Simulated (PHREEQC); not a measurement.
A solution holds 0.0043 mol NaOH, 0.0002 mol H4SiO4 and 0.00011 mol Na2CO3 per kg of water, at 39 °C. Closed to the air; pH follows from the charge balance.

The numbers come from PHREEQC with the ion-association model, wateq4f.dat.

No solid was allowed to form.

Problem. Order these C species by the share of C that they hold, largest first: NaCO3-, HCO3-, CO3-2.

Solution. CO3-2 (82 %), NaCO3- (10 %), HCO3- (7.8 %)

The pH is 11.15 and the ionic strength 0.00460 mol/kgw. Constants without temperature data keep their 25 °C values here.
